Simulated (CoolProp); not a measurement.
The fluid at 234.98 K and 0.98 MPa is throttled through a valve to 0.253 MPa with no heat exchange. The same conditions are run with several fluids, on thermodynamics alone (safety and materials aside).

Model: reference Helmholtz-energy equation of state of each fluid (nitrogen: Span 2000; dry air: Lemmon 2000; fluorine: de Reuck 1990; carbon monoxide: Lemmon 2006; methane: Setzmann 1991), in CoolProp. Blends and air are pseudo-pure fits.

Q: Rank nitrogen, dry air, fluorine, carbon monoxide, methane by temperature change (K), highest first.

A: fluorine (-2.2), nitrogen (-2.5), dry air (-2.6), carbon monoxide (-2.9), methane (-5.2)

```tsv
fluid	final density (kg/m³)
nitrogen	3.68
dry air	3.81
fluorine	4.98
carbon monoxide	3.69
methane	2.15
```
